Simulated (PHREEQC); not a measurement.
Solution (40 °C): 0.0023 mol H2S, 0.16 mol HCl and 4.4e-05 mol ZnCl2 per kg of water. Closed to the air; pH follows from the charge balance.

All values are PHREEQC results (ion-association model, phreeqc.dat), not measurements.

This is a speciation only: nothing precipitates in the calculation.

Question: Predict the pH, specific conductance, density.

Answer: pH 0.89; specific conductance 74300 µS/cm; density 0.995 g/cm³.

Question: In which forms is Zn present?

Answer: Zn+2 78 %, ZnCl+ 20 %, ZnCl2 1.8 % of the Zn.

At this temperature some constants are extrapolated from 25 °C, and those without enthalpy data are left unchanged.
